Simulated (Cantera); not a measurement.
Feed: 1 mol SiH₄, a varied amount of C₃H₈, 1.6 mol H₂, 0.055 mol HCl, held at 2348.15 K and 13.3 mbar.

These are equilibrium values from Cantera (NASA tables, ideal gas, pure condensed phases), not measurements of a reactor. Candidate condensed phases: C, C₆H₆, C₇H₈, C₈H₁₈, Si, SiC; 109 gas species. Mutual solubility and eutectic melting of coexisting phases are not modelled. Gases not in the tables: Si₂H₆ and higher silanes. Rates play no part.

Which condensed phases are stable at each of these points (n(C₃H₈) (mol)): 0.0092, 0.011, 0.012, 0.014, 0.016, 0.018, 0.021, 0.024, 0.028, 0.032, 0.037, 0.042, 0.048?


```tsv
n(C₃H₈) (mol)	condensed phases	Si condensed (%)
0.0092	Si(l)	43.0
0.011	Si(l)	41.9
0.012	Si(l)	41.3
0.014	Si(l)	40.0
0.016	Si(l)	38.8
0.018	Si(l) + SiC(s)	38.3
0.021	Si(l) + SiC(s)	38.1
0.024	Si(l) + SiC(s)	37.9
0.028	Si(l) + SiC(s)	37.7
0.032	Si(l) + SiC(s)	37.4
0.037	Si(l) + SiC(s)	37.1
0.042	Si(l) + SiC(s)	36.8
0.048	Si(l) + SiC(s)	36.4
```

From 0.0092 mol C₃H₈ to 0.016 mol C₃H₈ the condensed part is Si(l). From 0.018 mol C₃H₈ to 0.048 mol C₃H₈ the condensed part is Si(l) + SiC(s).
